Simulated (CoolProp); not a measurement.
Properties of ethylbenzene along the isobar 5020 kPa (Tc = 617.1 K, pc = 3622 kPa, ω = 0.304).

Computed with CoolProp (reference Helmholtz-energy equation of state, Zhou 2012).

```json
[
 {"T (K)": "274.5", "phase": "liquid", "density (kg/m³)": "886.3", "cp (kJ/(kg K))": "1.671", "cv (kJ/(kg K))": "1.271", "speed of sound (m/s)": "1442", "fugacity coefficient": "[?]"},
 {"T (K)": "310", "phase": "liquid", "density (kg/m³)": "[?]", "cp (kJ/(kg K))": "1.780", "cv (kJ/(kg K))": "[?]", "speed of sound (m/s)": "1295", "fugacity coefficient": "0.0006184"},
 {"T (K)": "345.5", "phase": "liquid", "density (kg/m³)": "825.4", "cp (kJ/(kg K))": "1.899", "cv (kJ/(kg K))": "1.494", "speed of sound (m/s)": "1155", "fugacity coefficient": "0.003071"},
 {"T (K)": "380.9", "phase": "liquid", "density (kg/m³)": "[?]", "cp (kJ/(kg K))": "2.024", "cv (kJ/(kg K))": "1.614", "speed of sound (m/s)": "[?]", "fugacity coefficient": "0.01060"},
 {"T (K)": "416.4", "phase": "liquid", "density (kg/m³)": "761.2", "cp (kJ/(kg K))": "2.153", "cv (kJ/(kg K))": "1.733", "speed of sound (m/s)": "897.4", "fugacity coefficient": "0.02824"},
 {"T (K)": "451.9", "phase": "liquid", "density (kg/m³)": "726.4", "cp (kJ/(kg K))": "2.283", "cv (kJ/(kg K))": "[?]", "speed of sound (m/s)": "779.0", "fugacity coefficient": "0.06186"},
 {"T (K)": "487.3", "phase": "liquid", "density (kg/m³)": "688.9", "cp (kJ/(kg K))": "2.415", "cv (kJ/(kg K))": "1.960", "speed of sound (m/s)": "665.9", "fugacity coefficient": "0.1164"},
 {"T (K)": "522.8", "phase": "liquid", "density (kg/m³)": "[?]", "cp (kJ/(kg K))": "2.557", "cv (kJ/(kg K))": "2.065", "speed of sound (m/s)": "555.4", "fugacity coefficient": "[?]"}
]
```

Task: What belongs in the gaps?

Result: 
- 274.5, fugacity coefficient: 7.437e-5
- 310, density (kg/m³): 856.0
- 310, cv (kJ/(kg K)): 1.378
- 380.9, density (kg/m³): 794.0
- 380.9, speed of sound (m/s): 1023
- 451.9, cv (kJ/(kg K)): 1.849
- 522.8, density (kg/m³): 647.1
- 522.8, fugacity coefficient: 0.1949
